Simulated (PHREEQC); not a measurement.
Dissolve 0.044 mol/kgw HF, 0.0015 mol/kgw NH4F and 0.00011 mol/kgw H2SiF6 at 25 °C. Closed to the air; pH follows from the charge balance.

All values are PHREEQC results (ion-association model, phreeqc.dat), not measurements.

No solid was allowed to form.

Estimate the pH, ionic strength.

pH 2.31; ionic strength 0.00688 mol/kgw.

In which forms is F present?

HF 83 %, F- 12 %, HF2- 3.6 %, SiF6-2 1.4 % of the F.

SiF6-2 is the database's only silicon fluoride.
